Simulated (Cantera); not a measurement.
What does this Cantera script print?

```python
import numpy as np
import cantera as ct

gas_names = """
    B BH BH2 BH3 BO BO2 B2 B2O B2O2 B2O3 B3O3H3 H HBO HBO2 HO2 H2 H2O H2O2 H3B3O6 O OH O2 O3
""".split()
cond_names = """
    B(b) B(L) B2O3(L) B3O3H3(cr) H2O(s) H2O(L)
""".split()


# ... load() reads the species with a 1 bar reference pressure and builds the phases ...
atoms = {
    'B': {'B': 1},
    'O2': {'O': 2},
    'H2': {'H': 2},
}
top_T = {}  # K; cautious upper limits of use, not melting points


# ... equilibrate(T, P, feed) seeds the gas with the atoms and calls Mixture.equilibrate('TP', solver="vcs", rtol=1e-11, max_steps=5000) ...
results = []
feed = {'B': 1, 'O2': 1.6, 'H2': 3.3}  # mol
P = 65  # Pa
for T in [1550, 1600, 1650, 1700, 1750, 1800, 1850, 1900, 1950, 2000, 2050, 2100]:
    mix = equilibrate(T, P, feed)
    results.append((T, P, feed, dict(zip(mix.species_names, mix.species_moles))))

top = {s: max(r[3][s] / sum(r[3][g] for g in gas_names) for r in results) for s in gas_names}
cols = sorted((s for s in top if top[s] > 0.001), key=lambda s: -top[s])[:6]
seen = [c for c in cond_names if any(r[3].get(c, 0) > 1e-12 for r in results)]
print("log10 of partial pressures in bar; condensed amounts in mol")
print(f"{'T/K':>10s}" + "".join(f"{s[:9]:>10s}" for s in cols + seen))
for T, P, feed, n in results:
    ng = sum(n[g] for g in gas_names)
    print(f"{T:10.4g}" + "".join(f"{np.log10(max(n[s] / ng * P / 1e5, 1e-99)):10.3f}" for s in cols)
          + "".join(f"{n.get(c, 0):10.4g}" for c in seen))
```

It prints:

```
log10 of partial pressures in bar; condensed amounts in mol
       T/K        H2       H2O      HBO2         H      B2O3        OH
      1550    -3.564    -3.677    -3.795    -6.284    -5.288    -7.870
      1600    -3.564    -3.676    -3.798    -6.047    -5.241    -7.565
      1650    -3.565    -3.675    -3.802    -5.824    -5.199    -7.279
      1700    -3.566    -3.674    -3.806    -5.615    -5.160    -7.009
      1750    -3.568    -3.673    -3.810    -5.417    -5.124    -6.754
      1800    -3.570    -3.672    -3.815    -5.231    -5.091    -6.513
      1850    -3.574    -3.672    -3.821    -5.055    -5.062    -6.285
      1900    -3.579    -3.673    -3.828    -4.890    -5.036    -6.069
      1950    -3.585    -3.674    -3.836    -4.733    -5.014    -5.864
      2000    -3.594    -3.677    -3.846    -4.586    -4.996    -5.669
      2050    -3.606    -3.682    -3.859    -4.447    -4.983    -5.485
      2100    -3.621    -3.690    -3.875    -4.317    -4.976    -5.310
```

Cantera equilibrium calculation (NASA polynomials, part measured and part estimated; ideal gas, pure solids and liquids). Gases not in the tables: H3BO3.
